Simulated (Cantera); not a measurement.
Charge: 1 mol SiH₄, 15 mol NH₃, 0.7 mol N₂, held at 15.0 mbar.

Equilibrium computed with Cantera from the NASA thermochemical tables; the gas is ideal and each condensed phase is pure. Candidate condensed phases: Si, Si₃N₄; 18 gas species. The numbers say what is thermodynamically allowed, not how fast it happens.

Question: At 1623 K, list the 3 most abundant gas species with their mole fractions, and the condensed phases.

Answer: H₂ 0.764, N₂ 0.235, H 0.000493. Condensed: Si₃N₄(s).
